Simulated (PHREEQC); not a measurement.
Consider water at 25 °C with 0.034 mol/kgw NH3 and 3.5e-07 mol/kgw H4SiO4. Closed to the air; pH follows from the charge balance.

All values are PHREEQC results (ion-association model, phreeqc.dat), not measurements.

This is a speciation only: nothing precipitates in the calculation.

Predict the pH, ionic strength.

pH 10.88; ionic strength 0.000793 mol/kgw.

In which forms is N present?

NH3 98 %, NH4+ 2.3 % of the N.
